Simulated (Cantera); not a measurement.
An adiabatic, constant-pressure homogeneous reactor starts with C₃H₈ : O₂ : N₂ = 1 : 6.17 : 23.2 (molar parts), at 1400 K and 3.10 bar. Integrator tolerance rtol = 1e-08.

Detailed kinetics in Cantera: GRI-Mech 3.0 (53 species, 325 reactions). GRI-Mech 3.0 was tuned for natural gas; its chemistry of propane as a main component is partial and can be far from experiment.

What does this change do: pressure from 3.10 bar to 10.0 bar?


```csv
quantity,before,after
time of steepest temperature rise,0.126 ms,67.8 µs
temperature at 4.00 s,2708 K,2768 K
equilibrium temperature,2708 K,2768 K
x(C₃H₈) at 4.00 s,<1e-12 (gas-phase equilibrium <1e-12),<1e-12 (gas-phase equilibrium <1e-12)
x(O₂) at 4.00 s,0.0382 (gas-phase equilibrium 0.0382),0.0360 (gas-phase equilibrium 0.0360)
x(NO₂) at 4.00 s,7.18e-6 (gas-phase equilibrium 7.18e-6),1.26e-5 (gas-phase equilibrium 1.26e-5)
x(CH₃) at 4.00 s,<1e-12 (gas-phase equilibrium <1e-12),<1e-12 (gas-phase equilibrium <1e-12)
x(CH₄) at 4.00 s,<1e-12 (gas-phase equilibrium <1e-12),<1e-12 (gas-phase equilibrium <1e-12)
x(H) at 4.00 s,0.00235 (gas-phase equilibrium 0.00235),0.00141 (gas-phase equilibrium 0.00141)
```

What does this change do: constant volume in place of constant pressure?


```csv
quantity,before,after
time of steepest temperature rise,0.126 ms,0.115 ms
temperature at 4.00 s,2708 K,2913 K
equilibrium temperature,2708 K,2913 K
x(C₃H₈) at 4.00 s,<1e-12 (gas-phase equilibrium <1e-12),<1e-12 (gas-phase equilibrium <1e-12)
x(O₂) at 4.00 s,0.0382 (gas-phase equilibrium 0.0382),0.0388 (gas-phase equilibrium 0.0388)
x(NO₂) at 4.00 s,7.18e-6 (gas-phase equilibrium 7.18e-6),1.21e-5 (gas-phase equilibrium 1.21e-5)
x(CH₃) at 4.00 s,<1e-12 (gas-phase equilibrium <1e-12),<1e-12 (gas-phase equilibrium <1e-12)
x(CH₄) at 4.00 s,<1e-12 (gas-phase equilibrium <1e-12),<1e-12 (gas-phase equilibrium <1e-12)
x(H) at 4.00 s,0.00235 (gas-phase equilibrium 0.00235),0.00381 (gas-phase equilibrium 0.00381)
```
